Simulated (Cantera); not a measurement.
A freely propagating, adiabatic, planar premixed flame of CO : H2 : CH4 : O2 : N2 : CO2 = 1 : 0.094 : 0.11 : 0.59 : 2.22 : 0.57 (molar parts), equivalence ratio 1.3, unburnt at 700 K and 1.20 bar; mixture-averaged transport, grid criteria slope 0.08 and curve 0.16, no radiation.

Model: GRI-Mech 3.0 (53 species, 325 reactions), integrated in Cantera. Burning velocities carry a grid error of a few per cent, more on coarse grids.

x: mole fraction of selected species; z is measured from the peak of heat release.

| z (mm) | T (K) | u (m/s) | x CO | x H2 | x CH4 | x CH2O | x O | x CO2 |
|---|---|---|---|---|---|---|---|---|
| -1.18 | 700 | 1.93 | 0.218 | 0.0205 | 0.0240 | <1e-8 | <1e-8 | 0.124 |
| -0.786 | 700 | 1.93 | 0.218 | 0.0204 | 0.0240 | <1e-8 | <1e-8 | 0.124 |
| -0.589 | 700 | 1.93 | 0.218 | 0.0203 | 0.0240 | 5.76e-8 | <1e-8 | 0.124 |
| -0.393 | 701 | 1.94 | 0.218 | 0.0200 | 0.0240 | … | … | 0.124 |
| -0.196 | 763 | 2.10 | 0.217 | 0.0187 | 0.0228 | 7.07e-5 | 1.36e-5 | 0.126 |
| -0.0982 | 987 | 2.72 | 0.211 | 0.0172 | 0.0173 | 0.000187 | 0.000240 | 0.135 |
| 0 | 1363 | 3.73 | 0.197 | 0.0136 | 0.00480 | 0.000237 | 0.00235 | 0.163 |
| 0.0982 | 1569 | 4.25 | 0.171 | 0.00824 | 0.000217 | 2.22e-5 | 0.00693 | 0.200 |
| 0.196 | 1667 | 4.47 | 0.150 | 0.00664 | 4.23e-6 | 5.38e-7 | 0.00835 | 0.226 |
| 0.393 | 1781 | 4.72 | 0.133 | 0.00671 | <1e-8 | <1e-8 | 0.00755 | 0.248 |
| 0.786 | 1899 | 4.99 | 0.123 | 0.00633 | <1e-8 | <1e-8 | 0.00560 | 0.261 |
| 1.57 | 2011 | 5.24 | 0.115 | … | <1e-8 | <1e-8 | … | 0.273 |
| 3.14 | 2109 | 5.46 | 0.106 | 0.00477 | <1e-8 | <1e-8 | 0.00220 | 0.285 |

Fill in the missing entries.


- -0.393, x CH2O: 1.72e-6
- -0.393, x O: 8.93e-8
- 1.57, x H2: 0.00553
- 1.57, x O: 0.00366
